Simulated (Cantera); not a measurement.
A Cantera script and what it prints.

```python
import numpy as np
import cantera as ct

gas_names = [...]  # 96 gases of nasa_gas.yaml made of C, Cl, H, Ti
cond_names = """
    C(gr) C6H6(L) C7H8(L) C8H18(L),n-octa Ti(a) Ti(b) Ti(L) TiC(s) TiC(L) TiCL2(s) TiCL3(s) TiCL4(L)
""".split()


# ... load() reads the species with a 1 bar reference pressure and builds the phases ...
atoms = {
    'TiCl4': {'Ti': 1, 'CL': 4},
    'CH4': {'C': 1, 'H': 4},
}
top_T = {'C(gr)': 4500, 'TiCL2(s)': 1300, 'TiCL3(s)': 1000}  # K; cautious upper limits of use, not melting points


# ... equilibrate(T, P, feed) seeds the gas with the atoms and calls Mixture.equilibrate('TP', solver="gibbs", rtol=1e-10, max_steps=50000) ...
results = []
feed = {'TiCl4': 1, 'CH4': 0.82}  # mol
T = 1073  # K
for P in [10, 46, 220, 1000, 4600, 22000, 100000]:
    mix = equilibrate(T, P, feed)
    results.append((T, P, feed, dict(zip(mix.species_names, mix.species_moles))))

top = {s: max(r[3][s] / sum(r[3][g] for g in gas_names) for r in results) for s in gas_names}
cols = sorted((s for s in top if top[s] > 0.001), key=lambda s: -top[s])[:8]
seen = [c for c in cond_names if any(r[3].get(c, 0) > 1e-12 for r in results)]
print("log10 of partial pressures in bar; condensed amounts in mol")
print(f"{'P/Pa':>10s}" + "".join(f"{s[:9]:>10s}" for s in cols + seen))
for T, P, feed, n in results:
    ng = sum(n[g] for g in gas_names)
    print(f"{P:10.4g}" + "".join(f"{np.log10(max(n[s] / ng * P / 1e5, 1e-99)):10.3f}" for s in cols)
          + "".join(f"{n.get(c, 0):10.4g}" for c in seen))
```

It prints:

```
log10 of partial pressures in bar; condensed amounts in mol
      P/Pa       HCL        H2     TiCL4     TiCL3       CH4     C(gr)    TiC(s)
        10    -4.236    -4.637    -4.895    -5.218   -10.611    0.4107    0.4093
        46    -3.653    -3.865    -4.109    -4.628    -9.067     0.491    0.3289
       220    -3.075    -3.097    -3.331    -4.045    -7.531    0.5676    0.2523
      1000    -2.531    -2.374    -2.601    -3.497    -6.085    0.6309    0.1889
      4600    -1.996    -1.662    -1.885    -2.960    -4.662    0.6813    0.1374
   2.2e+04    -1.459    -0.949    -1.165    -2.420    -3.235    0.7159   0.09679
     1e+05    -0.951    -0.277    -0.476    -1.903    -1.892    0.7187   0.06685
```

Equilibrium computed with Cantera from the NASA thermochemical tables; the gas is ideal and each condensed phase is pure. TiC: taken at fixed stoichiometry.
